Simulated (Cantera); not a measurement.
Mixture: CH4 : CO : O2 : N2 = 1 : 0.31 : 1.44 : 5.4 (molar parts), equivalence ratio 1.5, at 2.00 bar, adiabatic and at constant pressure. Ignition delay is the time to a rise of 400 K.

Computed with Cantera and GRI-Mech 3.0 (53 species, 325 reactions).

**Question.** What does this change do: constant volume in place of constant pressure?

**Answer.** 
```json
[
 {"quantity": "delay at 1023 K", "before": "0.775 s", "after": "0.733 s"},
 {"quantity": "delay at 1123 K", "before": "0.137 s", "after": "0.128 s"},
 {"quantity": "delay at 1223 K", "before": "29.6 ms", "after": "27.4 ms"},
 {"quantity": "delay at 1323 K", "before": "7.45 ms", "after": "6.88 ms"},
 {"quantity": "delay at 1423 K", "before": "2.14 ms", "after": "1.97 ms"},
 {"quantity": "apparent activation energy between 1373 and 1473 K", "before": "200 kJ/mol", "after": "200 kJ/mol"}
]
```

**Question.** What does this change do: pressure from 2.00 bar to 15.0 bar?

**Answer.** 
| quantity | before | after |
|---|---|---|
| delay at 1023 K | 0.775 s | 95.1 ms |
| delay at 1123 K | 0.137 s | 17.7 ms |
| delay at 1223 K | 29.6 ms | 4.27 ms |
| delay at 1323 K | 7.45 ms | 1.23 ms |
| delay at 1423 K | 2.14 ms | 0.400 ms |
| apparent activation energy between 1373 and 1473 K | 200 kJ/mol | 180 kJ/mol |
The pressure lies above the range GRI-Mech 3.0 was tuned for (to about 10 atm).
